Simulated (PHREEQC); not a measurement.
Dissolve 0.0015 mol/kgw PbCl2, 0.00015 mol/kgw NaCl and 0.0012 mol/kgw Zn(NO3)2 at 20 °C. Closed to the air; pH follows from the charge balance.

Equilibrium calculation in PHREEQC: ion-association model, wateq4f.dat.

```tsv
quantity	before	after
pH	5.35	3.18
ionic strength (mol/kgw)	0.00797	0.00866
Cl- (mol/kgw)	0.00304	0.00304
ZnCl+ (mol/kgw)	5.48e-6	5.38e-6
ZnOH+ (mol/kgw)	1.53e-7	1.02e-9
ZnOHCl (mol/kgw)	1.71e-8	1.13e-10
SI of Zincite(c) (ZnO)	-3.79	-8.14
SI of Zn(OH)2-e (Zn(OH)2)	-3.88	-8.23
```

**Question.** Name the change that produced these shifts.
A. diluted 100-fold with water
B. PbCl2 left out
C. 0.0013 mol/kgw HF added
D. NaCl from 0.00015 to 0.000225 mol/kgw
E. Zn(NO3)2 replaced by ZnBr2 at the same molality

**Answer.** C, 0.0013 mol/kgw HF added

This is a speciation only: nothing precipitates in the calculation. Some of these states are supersaturated (in Matlockite, for instance).
